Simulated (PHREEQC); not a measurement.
# City or well water: an equilibrium model

Model water analysis in mg/kgw, 89 °C, pH 6.28, pe 9.4: Na 8.98; K 0.393; Ca 2.29; Mg 6.57; Cl 3.12; S(6) as SO4 9.83; Alkalinity as HCO3 49.2; Li 0.16; Cu(2) 0.0175; Si as SiO2 0.0121; Zn 0.0172; Ba 0.37.

Valence states are taken as typed.

All values are PHREEQC results (ion-association model, phreeqc.dat), not measurements.

```
Item                            Value
--------------------  ---------------
ionic strength        0.00146 mol/kgw
specific conductance        297 µS/cm
charge-balance error           -0.7 %
```

| species | molality | activity | log γ |
|---|---|---|---|
| CO2 | 0.000947 | 0.000947 | 0.000 |
| HCO3- | 0.000801 | 0.000763 | -0.021 |
| Na+ | 0.000390 | 0.000372 | -0.021 |
| Mg+2 | 0.000253 | 0.000209 | -0.083 |
| Cl- | 8.80e-5 | 8.38e-5 | -0.021 |
| SO4-2 | 8.74e-5 | 7.21e-5 | -0.084 |
| Ca+2 | 5.55e-5 | 4.58e-5 | -0.083 |

Precipitation was switched off in this run. At this temperature some constants are extrapolated from 25 °C, and those without enthalpy data are left unchanged.
